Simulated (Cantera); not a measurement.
Feed: 1 mol CuO, 2.3 mol C, 1.2 mol CO, equilibrated at 21.8 Torr.

Equilibrium computed with Cantera from the NASA thermochemical tables; the gas is ideal and each condensed phase is pure. Candidate condensed phases: C, Cu, CuO, Cu₂O; 15 gas species. Kinetics and transport are ignored.

Question: At 1750 K, list the 3 most abundant gas species with their mole fractions, and the condensed phases.

Answer: CO 0.990, Cu 0.0103, Cu₂ 1.58e-5. Condensed: C(graphite) + Cu(l).
